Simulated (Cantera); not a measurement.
Gas activation for diamond growth

An isothermal, constant-pressure homogeneous reactor starts with CH4 : H2 : H = 0.01 : 1 : 0.0061 (molar parts), at 1650 K and 20.0 Torr.

Model: GRI-Mech 3.0 (53 species, 325 reactions), integrated in Cantera. GRI-Mech 3.0 stops at C3 and has no aromatics, soot or wall deposition, so with more carbon than oxygen in the feed, carbon stays in small species such as C2H2 where larger ones or solid carbon would form. Radical loss at walls, strong at low pressure, is not modelled.

| t (s) | x CH4 | x H2 | x H | x C2H | x CH3 |
|---|---|---|---|---|---|
| 5.00e-5 | 0.00899 | 0.985 | 0.00514 | 1.16e-12 | 0.000840 |
| 0.000182 | 0.00890 | 0.985 | 0.00500 | 2.71e-11 | 0.000912 |
| 0.000660 | 0.00888 | 0.985 | 0.00481 | 3.39e-10 | 0.000874 |
| 0.00240 | 0.00881 | 0.986 | 0.00421 | 1.87e-9 | 0.000760 |
| 0.00871 | 0.00866 | 0.988 | 0.00295 | 4.02e-9 | 0.000522 |
| 0.0316 | 0.00840 | 0.989 | 0.00151 | 3.87e-9 | 0.000260 |
| 0.115 | 0.00810 | 0.990 | 0.000707 | 2.52e-9 | 0.000117 |
| 0.417 | 0.00760 | 0.991 | 0.000533 | 2.52e-9 | 8.30e-5 |
| 1.52 | 0.00631 | 0.991 | 0.000535 | 4.05e-9 | 6.91e-5 |
| 5.51 | 0.00387 | 0.993 | 0.000544 | 7.04e-9 | 4.30e-5 |
| 20.0 | 0.00160 | 0.994 | 0.000553 | 9.91e-9 | 1.80e-5 |
x: mole fraction; the columns are a selection and need not sum to one.

Equilibrium at this temperature and pressure: CH4 0.000354, H2 0.994, H 0.000559, C2H 1.15e-8, CH3 4.03e-6 (gas phase only).
